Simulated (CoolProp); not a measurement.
Ethane at 293.15 K and 3.1 MPa is compressed adiabatically to 10.7 MPa with isentropic efficiency 0.7. Each further row changes one setting.

Values from CoolProp's reference Helmholtz-energy equation of state, Bücker 2006.

```csv
case,work (kJ/kg),final temperature (K),final density (kg/m³)
as stated,102,385.2,?
efficiency 1,?,?,168
efficiency 0.65,?,?,152
```

Task: What belongs in the gaps?

Result: 
- as stated, final density (kg/m³): 155
- efficiency 1, work (kJ/kg): 71.6
- efficiency 1, final temperature (K): 376.9
- efficiency 0.65, work (kJ/kg): 110
- efficiency 0.65, final temperature (K): 387.4
